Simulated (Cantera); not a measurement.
Input: 1 mol toluene, 0.06 mol H2O, 38 mol N2, equilibrated at 2598.15 K and 280000 Pa.

Cantera equilibrium calculation (NASA polynomials, part measured and part estimated; ideal gas, pure solids and liquids). Candidate condensed phases: C, C6H6, C7H8, C8H18, H2O; 136 gas species. Rates play no part.

Base state: N2 0.886, H2 0.0783, HCN 0.0236, H 0.00637, HNC 0.00308, CO 0.00142, C2H2 (acetylene) 0.00126, CN 0.000127 (mole fractions); condensed: C(graphite).

Problem. What changes in the equilibrium state with this change: temperature from 2598.15 K to 2725 K?

Solution. 
```json
[
 {"species": "N2", "before": "0.886", "after": "0.880"},
 {"species": "H2", "before": "0.0783", "after": "0.0719"},
 {"species": "HCN", "before": "0.0236", "after": "0.0298"},
 {"species": "C2H", "before": "8.99e-6", "after": "2.86e-5"},
 {"species": "CN", "before": "0.000127", "after": "0.000320"},
 {"species": "C(graphite), mol", "before": "5.69", "after": "5.29"}
]
```
